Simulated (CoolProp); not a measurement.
A simple Rankine cycle with R142b: condensing at 327.15 K, boiler at 2.55 MPa, turbine inlet 386.2 K, turbine efficiency 0.9, pump efficiency 0.6, no recuperator. Each further row changes one setting.

Model: reference Helmholtz-energy equation of state, Lemmon 2006, in CoolProp. It is a short technical equation, of lower accuracy than the large ones.

```json
[
 {"case": "as stated", "thermal efficiency (%)": "10.3", "net work (kJ/kg)": "21.0", "heat in (kJ/kg)": "205", "turbine exit temperature (K)": "330.1", "volume ratio over the turbine": "3.91"},
 {"case": "turbine inlet 406.2 K", "thermal efficiency (%)": "10.6", "net work (kJ/kg)": "24.8", "heat in (kJ/kg)": "234", "turbine exit temperature (K)": "354.9", "volume ratio over the turbine": "3.63"},
 {"case": "condensing temperature 319.15 K", "thermal efficiency (%)": "11.6", "net work (kJ/kg)": "25.1", "heat in (kJ/kg)": "216", "turbine exit temperature (K)": "322.7", "volume ratio over the turbine": "4.81"},
 {"case": "boiler pressure 1.78 MPa", "thermal efficiency (%)": "8.0", "net work (kJ/kg)": "17.9", "heat in (kJ/kg)": "224", "turbine exit temperature (K)": "352.0", "volume ratio over the turbine": "2.44"},
 {"case": "turbine efficiency 0.8", "thermal efficiency (%)": "9.0", "net work (kJ/kg)": "18.4", "heat in (kJ/kg)": "205", "turbine exit temperature (K)": "332.6", "volume ratio over the turbine": "3.96"}
]
```
